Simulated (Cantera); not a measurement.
A perfectly stirred reactor is fed with H2 : O2 : N2 = 0.11 : 1 : 0.22 (molar parts), at 0.0263 atm; it is held at 1075 K, and followed from long to short residence time.

Model: the H2/O2 subset of GRI-Mech 3.0, which has no nitrogen chemistry, integrated in Cantera. Radical loss at walls, strong at low pressure, is not modelled. The temperature is held fixed by assumption; the heat of reaction is taken as removed at once.

### Question
What does this change do: pressure from 0.0263 atm to 0.00642 atm?

### Answer
```tsv
quantity	before	after
x(H2) at τ = 0.700 s	0.000410	0.000821
x(O2) at τ = 0.700 s	0.740	0.735
x(HO2) at τ = 0.700 s	4.86e-6	2.40e-6
x(H2O2) at τ = 0.700 s	2.67e-7	8.24e-8
x(H2O) at τ = 0.700 s	0.0854	0.0835
x(H2) at τ = 36.0 ms	0.00228	0.00442
x(O2) at τ = 36.0 ms	0.735	0.716
x(HO2) at τ = 36.0 ms	1.04e-5	3.11e-6
x(H2O2) at τ = 36.0 ms	4.22e-7	8.80e-8
x(H2O) at τ = 36.0 ms	0.0817	0.0704
```

### Question
What does this change do: pressure from 0.0263 atm to 0.0365 atm?

### Answer
| quantity | before | after |
|---|---|---|
| x(H2) at τ = 0.700 s | 0.000410 | 0.000370 |
| x(O2) at τ = 0.700 s | 0.740 | 0.740 |
| x(HO2) at τ = 0.700 s | 4.86e-6 | 5.37e-6 |
| x(H2O2) at τ = 0.700 s | 2.67e-7 | 3.28e-7 |
| x(H2O) at τ = 0.700 s | 0.0854 | 0.0856 |
| x(H2) at τ = 36.0 ms | 0.00228 | 0.00205 |
| x(O2) at τ = 36.0 ms | 0.735 | 0.737 |
| x(HO2) at τ = 36.0 ms | 1.04e-5 | 1.28e-5 |
| x(H2O2) at τ = 36.0 ms | 4.22e-7 | 5.73e-7 |
| x(H2O) at τ = 36.0 ms | 0.0817 | 0.0827 |
